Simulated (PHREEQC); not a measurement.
Make-up at 70 °C: 0.15 mol TMAH, 8.8e-05 mol CO2 and 0.16 mol Na2CO3 per kg of water. Closed to the air; pH follows from the charge balance.

The numbers come from PHREEQC with the ion-association model, phreeqc.dat.

No solid was allowed to form.

### Question
What pH, activity of water, ionic strength does the model give?

### Answer
pH 11.78; activity of water 0.989; ionic strength 0.359 mol/kgw.

### Question
In which forms is C present?

### Answer
NaCO3- 85 %, CO3-2 15 % of the C.

Species that the database lacks are ignored. (CH3)4N+ isn't in the database: it is added as a free cation with an ion size of 4 Å. Constants without temperature data keep their 25 °C values here.
